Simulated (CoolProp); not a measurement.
Properties of diethyl ether along the isobar 121 bar (Tc = 467.9 K, pc = 37.17 bar, ω = 0.282).

Values from CoolProp's reference Helmholtz-energy equation of state, Thol 2014.

```csv
T (K),phase,density (kg/m³),cp (kJ/(kg K)),Joule-Thomson coefficient (K/MPa)
389,liquid,620.5,(withheld),-0.1342
398.7,liquid,608.2,2.632,-0.09927
408.4,liquid,595.6,2.669,-0.06037
418.1,liquid,582.7,2.707,-0.01673
427.8,liquid,569.3,(withheld),0.03254
437.5,liquid,555.5,2.786,0.08854
447.2,liquid,541.3,2.827,(withheld)
456.9,liquid,(withheld),2.870,(withheld)
466.6,liquid,511.3,(withheld),0.3115
476.3,supercritical,495.4,(withheld),0.4104
486,supercritical,478.9,(withheld),0.5253
```

Task: Fill in the missing entries.

Result: 
- 389, cp (kJ/(kg K)): 2.596
- 427.8, cp (kJ/(kg K)): 2.746
- 447.2, Joule-Thomson coefficient (K/MPa): 0.1526
- 456.9, density (kg/m³): 526.5
- 456.9, Joule-Thomson coefficient (K/MPa): 0.2263
- 466.6, cp (kJ/(kg K)): 2.915
- 476.3, cp (kJ/(kg K)): 2.961
- 486, cp (kJ/(kg K)): 3.009
